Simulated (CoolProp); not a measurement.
Saturation properties of CH3F (R41) (Tc = 44.1 °C, pc = 5.906 MPa, ω = 0.200).

The numbers come from the reference Helmholtz-energy equation of state, Lemmon 2006 in CoolProp. It is a short technical equation, of lower accuracy than the large ones.

```
T (°C)  p (MPa)  liquid density (kg/m³)  enthalpy of vaporisation (kJ/kg)    vapour Z
------  -------  ----------------------  --------------------------------  ----------
-39.25   0.5906                   792.4                             425.1      0.8729
-34.45   0.7026                   780.3                             415.9      0.8583
-29.65   0.8301                   767.7                        (withheld)      0.8426
-24.85   0.9742                   754.8                             396.1  (withheld)
-20.05    1.136                   741.3                             385.4      0.8077
-15.35    1.314                   727.7                             374.3      0.7889
-10.55    1.516                   713.2                             362.3      0.7683
-5.75     1.740                   698.0                             349.5  (withheld)
-0.95     1.988                   682.0                        (withheld)      0.7229
3.75      2.256                   665.5                        (withheld)      0.6982
8.55      2.557                   647.6                        (withheld)      0.6711
13.35     2.887                   628.4                             288.3      0.6418
18.15     3.249                   607.6                             269.2      0.6099
22.95     3.645                   584.6                             247.7      0.5747
```

Task: Fill in the missing entries.

Result: 
- -29.65, enthalpy of vaporisation (kJ/kg): 406.2
- -24.85, vapour Z: 0.8257
- -5.75, vapour Z: 0.7464
- -0.95, enthalpy of vaporisation (kJ/kg): 335.9
- 3.75, enthalpy of vaporisation (kJ/kg): 321.5
- 8.55, enthalpy of vaporisation (kJ/kg): 305.6

It boils at -78.4 °C under 1 atm.
